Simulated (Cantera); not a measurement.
A closed system holds: 1 mol H₂S, 0.043 mol H₂O, 0.13 mol H₂, 2 mol O₂, at 3398 K and 1.00 bar.

Method: chemical equilibrium by Gibbs-energy minimisation in Cantera with the NASA 1993 tables (ideal gas, pure condensed phases). Candidate condensed phases: H₂O, H₂SO₄, S; 19 gas species. Kinetics and transport are ignored.

Base state: SO₂ 0.154, H₂O 0.147, O 0.143, O₂ 0.143, OH 0.125, H 0.111, SO 0.105, H₂ 0.0569 (mole fractions); condensed: gas only.

Task: What changes in the equilibrium state with this change: O₂ from 2 to 4.5 mol?

Result: 
```
species    before     after
-------  --------  --------
O₂          0.143     0.357
O           0.143     0.226
OH          0.125     0.111
H₂O         0.147    0.0736
S          0.0134   0.00361
H₂         0.0569    0.0180
SO          0.105    0.0447
H           0.111    0.0625
SO₂         0.154     0.103
S₂       0.000361   2.61e-5
H₂S       6.83e-5   5.81e-6
S₂O       4.09e-5   4.67e-6
SH        0.00198  0.000299
```
